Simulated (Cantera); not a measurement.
## Ammonia decomposition in nitride growth gas

A perfectly stirred reactor is fed with NH3 : N2 = 1 : 56 (molar parts), at 750 Torr; it is held at 2125 K, and followed from long to short residence time.

Cantera simulation using the gas-phase N/H chemistry of the illustrative SiF4/NH3 mechanism in the Surface Chemkin manual (1991); the numbers are that mechanism's predictions, not measurements. Walls and surfaces, which speed up NH3 decomposition in real reactors, are not modelled.

```tsv
τ (s)	x NH3	x N2	x NH2	x H2	x H	x NH
8.6	2.03e-5	0.974	1.26e-6	0.0256	0.000526	7.11e-7
2.7	5.55e-5	0.974	2.76e-6	0.0256	0.000423	1.24e-6
0.84	0.000220	0.974	7.14e-6	0.0254	0.000275	2.07e-6
0.26	0.000785	0.974	1.73e-5	0.0246	0.000181	3.31e-6
0.083	0.00227	0.975	3.73e-5	0.0224	0.000123	5.01e-6
0.026	0.00554	0.977	7.33e-5	0.0176	7.86e-5	6.99e-6
0.0081	0.0104	0.979	0.000125	0.0104	4.37e-5	8.25e-6
```
x: mole fraction; the columns are a selection and need not sum to one.
